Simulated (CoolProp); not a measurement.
Vapour-liquid equilibrium of octamethyltrisiloxane (MDM) (1) + octamethylcyclotetrasiloxane (D4) (2) at 143 kPa; x and y are mole fractions of (1).

The numbers come from the multi-fluid Helmholtz-energy mixture model, Thol 2017 and Thol 2015; pair parameters Bell 2016 in CoolProp.

```json
[
 {"x": "0.05", "bubble temperature, mixture model (°C)": "(withheld)", "bubble temperature, Raoult's law (°C)": "188.4", "y, mixture model": "0.082", "y, Raoult's law": "0.083"},
 {"x": "0.2", "bubble temperature, mixture model (°C)": "183.8", "bubble temperature, Raoult's law (°C)": "184.1", "y, mixture model": "0.293", "y, Raoult's law": "0.302"},
 {"x": "0.35", "bubble temperature, mixture model (°C)": "180.0", "bubble temperature, Raoult's law (°C)": "180.2", "y, mixture model": "(withheld)", "y, Raoult's law": "0.485"},
 {"x": "0.5", "bubble temperature, mixture model (°C)": "176.5", "bubble temperature, Raoult's law (°C)": "176.6", "y, mixture model": "0.620", "y, Raoult's law": "0.638"},
 {"x": "0.65", "bubble temperature, mixture model (°C)": "173.2", "bubble temperature, Raoult's law (°C)": "173.2", "y, mixture model": "(withheld)", "y, Raoult's law": "0.768"},
 {"x": "0.8", "bubble temperature, mixture model (°C)": "170.1", "bubble temperature, Raoult's law (°C)": "170.0", "y, mixture model": "0.869", "y, Raoult's law": "0.878"},
 {"x": "0.95", "bubble temperature, mixture model (°C)": "167.1", "bubble temperature, Raoult's law (°C)": "167.1", "y, mixture model": "(withheld)", "y, Raoult's law": "0.972"}
]
```

Task: Complete the blanks.

Result: 
- 0.05, bubble temperature, mixture model (°C): 188.2
- 0.35, y, mixture model: 0.469
- 0.65, y, mixture model: 0.753
- 0.95, y, mixture model: 0.970

The largest gap from Raoult's law is -0.3 K in bubble temperature, at x = 0.2. No azeotrope shows between x = 0.05 and 0.95.

Pair parameters are fitted to limited data, so mixtures are less certain than the pure fluids.
